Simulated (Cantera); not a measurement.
Charge: 1 mol SiH2Cl2, 0.033 mol C2H4, 210 mol H2, at 0.00133 bar.

Cantera equilibrium calculation (NASA polynomials, part measured and part estimated; ideal gas, pure solids and liquids). Candidate condensed phases: C, C6H6, C7H8, C8H18, Si, SiC; 109 gas species. Mutual solubility and eutectic melting of coexisting phases are not modelled. Gases not in the tables: Si2H6 and higher silanes. The numbers say what is thermodynamically allowed, not how fast it happens.

Q: Which condensed phases are stable at each of these points (T (°C)): 1025, 1125, 1225, 1325, 1425, 1525, 1625, 1725, 1825?

A: 
```tsv
T (°C)	condensed phases	Si condensed (%)
1025	Si(s) + SiC(s)	95.4
1125	Si(s) + SiC(s)	94.9
1225	Si(s) + SiC(s)	94.3
1325	Si(s) + SiC(s)	92.3
1425	Si(l) + SiC(s)	81.9
1525	Si(l) + SiC(s)	39.5
1625	SiC(s)	5.0
1725	gas only	0.0
1825	gas only	0.0
```

From 1025 °C to 1325 °C the condensed part is Si(s) + SiC(s). From 1425 °C to 1525 °C the condensed part is Si(l) + SiC(s). At 1625 °C the condensed part is SiC(s). From 1725 °C to 1825 °C nothing is condensed.
